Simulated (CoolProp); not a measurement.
Saturated liquid density (kg/m³) of isobutane: the reference equation beside estimates from Tc = 407.8 K, pc = 36.29 bar, ω = 0.184. Rackett uses Z = 0.29056 − 0.08775 ω.

Values from CoolProp's reference Helmholtz-energy equation of state, Bücker 2006.

| T (K) | reference | Rackett | van der Waals | Redlich-Kwong | Soave-Redlich-Kwong | Peng-Robinson |
|---|---|---|---|---|---|---|
| 299.5 | 549.0 | 549.3 | 344.0 | 495.1 | 509.8 | 577.8 |
| 306.2 | 540.4 | 540.6 | ___ | 485.2 | ___ | 567.1 |
| 312.9 | 531.5 | 531.6 | 332.8 | 474.9 | 490.1 | 555.9 |
| 319.6 | 522.4 | 522.3 | 326.8 | 464.2 | 479.5 | 544.0 |
| 326.3 | 512.9 | 512.7 | 320.6 | 452.9 | 468.4 | 531.5 |
| 333 | 502.9 | 502.6 | 314.0 | 441.2 | 456.7 | 518.2 |
| 339.7 | 492.5 | ___ | 307.2 | 428.9 | 444.3 | 504.1 |
| 346.4 | ___ | 481.2 | 300.0 | 416.0 | 431.1 | 489.1 |
| 353.1 | 470.0 | ___ | 292.4 | 402.3 | 417.1 | 473.0 |
| 359.8 | 457.6 | 457.2 | 284.3 | 387.7 | 402.2 | 455.7 |
| 366.5 | 444.2 | 443.9 | 275.6 | 372.2 | 386.0 | 437.0 |
| 373.2 | 429.5 | 429.4 | ___ | 355.4 | 368.4 | 416.4 |
| 379.9 | 413.1 | 413.4 | 255.8 | 336.9 | 348.9 | 393.6 |
| 386.6 | 394.2 | 395.1 | 244.0 | 316.4 | 327.0 | 367.8 |
| 393.3 | 371.4 | 373.1 | 230.3 | 292.5 | 301.5 | 337.6 |

Problem. Complete the blanks.

Solution. 
- 306.2, van der Waals: 338.5
- 306.2, Soave-Redlich-Kwong: 500.1
- 339.7, Rackett: 492.2
- 346.4, reference: 481.6
- 353.1, Rackett: 469.5
- 373.2, van der Waals: 266.2

Absolute difference from the reference over all 15 rows, mean and median: Rackett 0.1 and 0.1 %, van der Waals 37.7 and 37.7 %, Redlich-Kwong 14.3 and 13.6 %, Soave-Redlich-Kwong 11.4 and 10.5 %, Peng-Robinson 3.7 and 3.6 %.
